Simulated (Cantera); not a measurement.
An adiabatic, constant-volume homogeneous reactor starts with H₂ : O₂ : N₂ = 1 : 0.357 : 1.34 (molar parts), at 950 K and 3750 Torr. Integrator tolerance rtol = 1e-08.

Computed with Cantera and the H2/O2 subset of GRI-Mech 3.0, which has no nitrogen chemistry. The hydrogen kinetics of GRI-Mech 3.0 are dated; newer H2 mechanisms differ, most at raised pressure. Above 3000 K some thermodynamic fits are extrapolated.

Question: What does this change do: pressure from 3750 Torr to 11300 Torr?

Answer: 
| quantity | before | after |
|---|---|---|
| time of steepest temperature rise | 33.3 ms | 18.3 ms |
| temperature at 0.200 s | 3034 K | 3105 K |
| equilibrium temperature | 3034 K | 3105 K |
| x(H₂) at 0.200 s | 0.122 (gas-phase equilibrium 0.122) | 0.122 (gas-phase equilibrium 0.122) |
| x(O₂) at 0.200 s | 0.000990 (gas-phase equilibrium 0.000990) | 0.000533 (gas-phase equilibrium 0.000533) |
| x(H) at 0.200 s | 0.0164 (gas-phase equilibrium 0.0164) | 0.0115 (gas-phase equilibrium 0.0115) |
| x(OH) at 0.200 s | 0.0130 (gas-phase equilibrium 0.0130) | 0.00988 (gas-phase equilibrium 0.00988) |
| x(H₂O₂) at 0.200 s | 6.12e-7 (gas-phase equilibrium 6.12e-7) | 8.87e-7 (gas-phase equilibrium 8.87e-7) |
| x(O) at 0.200 s | 0.00107 (gas-phase equilibrium 0.00107) | 0.000568 (gas-phase equilibrium 0.000568) |
| x(H₂O) at 0.200 s | 0.284 (gas-phase equilibrium 0.284) | 0.290 (gas-phase equilibrium 0.290) |
The pressure lies above the range GRI-Mech 3.0 was tuned for (to about 10 atm).
